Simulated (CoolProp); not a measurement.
Nitrogen at 298.15 K and 12.4 MPa is throttled through a valve to 4.97 MPa with no heat exchange. Each further row changes one setting.

Values from CoolProp's reference Helmholtz-energy equation of state, Span 2000.

```
case                      temperature change (K)    final phase  final density (kg/m³)
------------------------  ----------------------  -------------  ---------------------
as stated                                  -11.6  supercritical                   58.9
outlet pressure 1.49 MPa                   -19.0            gas                   18.1
outlet pressure 6.46 MPa                    -8.8  supercritical                   75.8
```
